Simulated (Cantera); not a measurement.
**Stirred combustor or abatement burner**

A perfectly stirred reactor is fed with 13.6 % CH4, 18.1 % O2, 68.3 % N2, at 5.00 bar; it is adiabatic with a 350 K inlet, and is followed from long to short residence time, starting on the burning branch (τ in s: 0.033, 0.015, 0.0066, 0.0029, 0.0013, 0.00058, 0.00026, 0.00011, 5.1e-05, 2.3e-05, 1e-05).

Cantera simulation using GRI-Mech 3.0 (53 species, 325 reactions); the numbers are that mechanism's predictions, not measurements.

```tsv
τ (s)	T (K)	x CH4	x O2	x HCN	x CH2O	x N2O	x CO	x NO
0.033	1954	0.00360	0.000402	2.72e-5	6.50e-6	2.27e-9	0.0764	1.16e-5
0.015	1957	0.00477	0.000798	2.83e-5	1.14e-5	3.06e-9	0.0732	9.65e-6
0.0066	1955	0.00611	0.00160	2.70e-5	2.03e-5	4.77e-9	0.0702	7.63e-6
0.0029	1945	0.00764	0.00316	2.28e-5	3.64e-5	8.28e-9	0.0681	5.55e-6
0.0013	1917	0.00965	0.00628	1.54e-5	6.66e-5	1.58e-8	0.0673	3.35e-6
0.00058	1828	0.0144	0.0156	4.19e-6	0.000158	3.96e-8	0.0682	8.92e-7
0.00026	350	0.136	0.181	<1e-12	<1e-12	<1e-12	<1e-12	<1e-12
0.00011	350	0.136	0.181	<1e-12	<1e-12	<1e-12	<1e-12	<1e-12
5.1e-5	350	0.136	0.181	<1e-12	<1e-12	<1e-12	<1e-12	<1e-12
2.3e-5	350	0.136	0.181	<1e-12	<1e-12	<1e-12	<1e-12	<1e-12
1.0e-5	350	0.136	0.181	<1e-12	<1e-12	<1e-12	<1e-12	<1e-12
```
x: mole fraction; the columns are a selection and need not sum to one.
